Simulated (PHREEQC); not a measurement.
0.69 g of hydrous ferric oxide (600 m²/g; 0.2 weak and 0.005 strong sites per Fe, Dzombak-Morel constants, diffuse double layer) in 1 kg of water with 0.05 mol/kgw of an inert sodium salt and 3e-05 mol Na2HAsO4, at 25 °C; the pH is set by adding NaOH or the inert anion's acid. Oxygen is held at 0.21 atm. No CO2 enters from the air. No solid was allowed to form.

Base run: PHREEQC, ion-association model, wateq4f.dat. Each further column changes one thing. The table gives surface charge σ (C/m²).

| pH | base | background salt from 0.05 to 0.005 mol/kgw | oxide from 0.69 to 3.4 g/kgw | 0.00035 mol/kgw NiCl2 added |
|---|---|---|---|---|
| 4 | 0.286 | 0.179 | 0.295 | 0.287 |
| 5.5 | 0.123 | 0.055 | 0.130 | 0.125 |
| 6.5 | 0.053 | 0.020 | 0.057 | 0.058 |
| 8 | 0.000 | 0.000 | 0.002 | 0.013 |
| 9.5 | -0.051 | -0.020 | -0.047 | -0.029 |
| 10.5 | -0.116 | -0.052 | -0.113 | -0.077 |
| 12 | -0.282 | -0.217 | -0.283 | -0.180 |

 In at least one series the solution becomes supersaturated in solids that the run did not let form, among them Ni(OH)2. The database has no arsenate complexes of Ni.
